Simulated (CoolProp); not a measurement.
Vapour-liquid equilibrium of fluoroethane (R161) (1) + R134a (2) at 0.455 MPa; x and y are mole fractions of (1).

The numbers come from the multi-fluid Helmholtz-energy mixture model, Wu 2012 and Tillner-Roth 1994; pair parameters Bell 2016 in CoolProp.

Question: Give the bubble temperature and the first vapour's composition at x = 0.2, 0.8, 0.95. Is there an azeotrope?

Answer: x = 0.2: 10.9 °C, y = 0.244; x = 0.8: 3.9 °C, y = 0.857; x = 0.95: 1.9 °C, y = 0.968. No azeotrope shows between x = 0.05 and 0.95.

The pair parameters rest on a limited set of measurements; away from them the model extrapolates.
